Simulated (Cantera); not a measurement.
Premixed flame

A freely propagating, adiabatic, planar premixed flame of CH3OH : O2 : N2 = 1 : 1.07 : 4.03 (molar parts), unburnt at 625 K and 1.90 bar; mixture-averaged transport, grid criteria slope 0.08 and curve 0.16, no radiation.

Computed with Cantera and GRI-Mech 3.0 (53 species, 325 reactions). GRI-Mech 3.0 was tuned for natural gas; its chemistry of methanol as a main component is partial and can be far from experiment. Burning velocities carry a grid error of a few per cent, more on coarse grids.

```json
[
 {"z (mm)": "-0.371", "T (K)": "625", "u (m/s)": "1.52", "x CH3OH": "0.163", "x O2": "0.175", "x N2O": "<1e-8", "x CH4": "1.83e-7", "x CH2": "<1e-8", "x HO2": "6.17e-7"},
 {"z (mm)": "-0.248", "T (K)": "629", "u (m/s)": "1.54", "x CH3OH": "0.162", "x O2": "0.173", "x N2O": "<1e-8", "x CH4": "1.60e-6", "x CH2": "<1e-8", "x HO2": "6.10e-6"},
 {"z (mm)": "-0.186", "T (K)": "640", "u (m/s)": "1.58", "x CH3OH": "0.160", "x O2": "0.171", "x N2O": "<1e-8", "x CH4": "6.07e-6", "x CH2": "<1e-8", "x HO2": "2.56e-5"},
 {"z (mm)": "-0.124", "T (K)": "710", "u (m/s)": "1.79", "x CH3OH": "0.153", "x O2": "0.162", "x N2O": "<1e-8", "x CH4": "3.15e-5", "x CH2": "<1e-8", "x HO2": "0.000160"},
 {"z (mm)": "-0.0619", "T (K)": "1045", "u (m/s)": "2.76", "x CH3OH": "0.114", "x O2": "0.129", "x N2O": "1.22e-8", "x CH4": "0.000160", "x CH2": "<1e-8", "x HO2": "0.00119"},
 {"z (mm)": "-0.0309", "T (K)": "1399", "u (m/s)": "3.85", "x CH3OH": "0.0628", "x O2": "0.0926", "x N2O": "3.05e-8", "x CH4": "0.000309", "x CH2": "6.28e-7", "x HO2": "0.00304"},
 {"z (mm)": "0", "T (K)": "1761", "u (m/s)": "5.04", "x CH3OH": "0.0105", "x O2": "0.0547", "x N2O": "5.55e-8", "x CH4": "0.000437", "x CH2": "1.88e-5", "x HO2": "0.00194"},
 {"z (mm)": "0.0309", "T (K)": "1903", "u (m/s)": "5.49", "x CH3OH": "0.000225", "x O2": "0.0308", "x N2O": "5.90e-8", "x CH4": "0.000221", "x CH2": "1.05e-5", "x HO2": "9.26e-5"},
 {"z (mm)": "0.0619", "T (K)": "1952", "u (m/s)": "5.62", "x CH3OH": "1.49e-6", "x O2": "0.0165", "x N2O": "5.58e-8", "x CH4": "4.69e-5", "x CH2": "1.75e-6", "x HO2": "1.41e-5"},
 {"z (mm)": "0.124", "T (K)": "2007", "u (m/s)": "5.74", "x CH3OH": "<1e-8", "x O2": "0.00624", "x N2O": "4.82e-8", "x CH4": "1.15e-6", "x CH2": "5.54e-8", "x HO2": "5.51e-6"},
 {"z (mm)": "0.248", "T (K)": "2066", "u (m/s)": "5.87", "x CH3OH": "<1e-8", "x O2": "0.00297", "x N2O": "3.93e-8", "x CH4": "<1e-8", "x CH2": "<1e-8", "x HO2": "2.78e-6"},
 {"z (mm)": "0.495", "T (K)": "2127", "u (m/s)": "6.02", "x CH3OH": "<1e-8", "x O2": "0.00172", "x N2O": "3.21e-8", "x CH4": "<1e-8", "x CH2": "<1e-8", "x HO2": "1.60e-6"},
 {"z (mm)": "0.990", "T (K)": "2180", "u (m/s)": "6.15", "x CH3OH": "<1e-8", "x O2": "0.000856", "x N2O": "2.49e-8", "x CH4": "<1e-8", "x CH2": "<1e-8", "x HO2": "7.82e-7"}
]
```
x: mole fraction of selected species; z is measured from the peak of heat release.

laminar burning velocity: 152 cm/s
thermal thickness: 0.124 mm
peak x(CH4): 0.000438
peak x(CH2): 2.17e-5
peak x(HO2): 0.00345
grid points: 144
